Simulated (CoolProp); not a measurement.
Values from CoolProp's reference Helmholtz-energy equation of state, Lemmon 2006. It is a short technical equation, of lower accuracy than the large ones.

Give the vapour pressure (MPa), liquid density (kg/m³), vapour density (kg/m³), enthalpy of vaporisation (kJ/kg) of saturated n-nonane at 319 K.


```csv
T (K),p (MPa),liquid density (kg/m³),vapour density (kg/m³),enthalpy of vaporisation (kJ/kg)
319,0.00195,697,0.0944,351
```
